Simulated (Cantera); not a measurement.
# Catalytic combustion on Pt

An isothermal plug-flow reactor at 925 K and 0.290 bar (inlet), inlet velocity 0.54 m/s, active area per volume 4100 1/m; feed 0.534 % CH4, 1.37 % O2, 98.1 % N2, equivalence ratio 0.78.

Model: Deutschmann's 1995 Pt surface mechanism with GRI-Mech 3.0 gas chemistry, integrated in Cantera. Catalytic surfaces can have several steady states; this one follows from the mechanism file's or the stated starting coverage. Mass transfer to the wall is taken as infinitely fast.

```csv
z (m),x CH4,x O2,x H2O,x CO2,x CO,θ free Pt,θ O*,θ OH*
0.00059,0.00237,0.00773,0.00593,0.00296,1.34e-6,0.320,0.679,0.00116
0.001,0.00121,0.00540,0.00826,0.00413,7.13e-7,0.339,0.660,0.00138
0.0019,0.000216,0.00341,0.0102,0.00512,1.35e-7,0.362,0.637,0.00156
0.0033,1.16e-5,0.00300,0.0107,0.00533,7.34e-9,0.368,0.631,0.00160
0.0059,4.81e-8,0.00298,0.0107,0.00534,3.12e-11,0.368,0.630,0.00160
0.01,5.08e-10,0.00298,0.0107,0.00534,1.01e-12,0.368,0.630,0.00160
0.019,3.84e-10,0.00298,0.0107,0.00534,<1e-12,0.368,0.630,0.00160
0.033,2.73e-10,0.00298,0.0107,0.00534,<1e-12,0.368,0.630,0.00160
0.059,1.65e-10,0.00298,0.0107,0.00534,<1e-12,0.368,0.630,0.00160
```
x: gas mole fraction; θ: surface coverage.
